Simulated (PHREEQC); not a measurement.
**Buffer: speciation**

A solution holds 0.025 mol/kgw NaHCO3, 0.13 mol/kgw Na2SO4 and 0.014 mol/kgw LiCl, at 25 °C. Closed to the air; pH follows from the charge balance.

Model: ion-association model, wateq4f.dat, run in PHREEQC.

Each row changes one thing in this solution. This is a speciation only: nothing precipitates in the calculation.

```tsv
case	pH	ionic strength (mol/kgw)	Na+ (mol/kgw)	SO4-2 (mol/kgw)	NaSO4- (mol/kgw)	Li+ (mol/kgw)	SI of Mirabilite (Na2SO4:10H2O)	SI of Halite (NaCl)
as made	7.85	0.366	0.254	0.0991	0.0296	0.0127	-2.04	-4.35
diluted 10-fold with water	8.13	0.0412	0.0277	0.0121	0.000816	0.00136	-4.39	-6.16
NaHCO3 from 0.025 to 0.0025 mol/kgw	7.86	0.347	0.234	0.100	0.0282	0.0126	-2.09	-4.38
NaHCO3 left out	7.25	0.345	0.232	0.101	0.0280	0.0126	-2.09	-4.39
LiCl from 0.014 to 0.007 mol/kgw	7.85	0.359	0.253	0.0995	0.0299	0.00634	-2.03	-4.65
NaHCO3 from 0.025 to 0.0225 mol/kgw	7.86	0.364	0.252	0.0992	0.0294	0.0127	-2.04	-4.36
temperature from 25 to 55 °C	7.53	0.361	0.251	0.0970	0.0318	0.0128	-3.37	-4.44
```

At this temperature some constants are extrapolated from 25 °C, and those without enthalpy data are left unchanged.
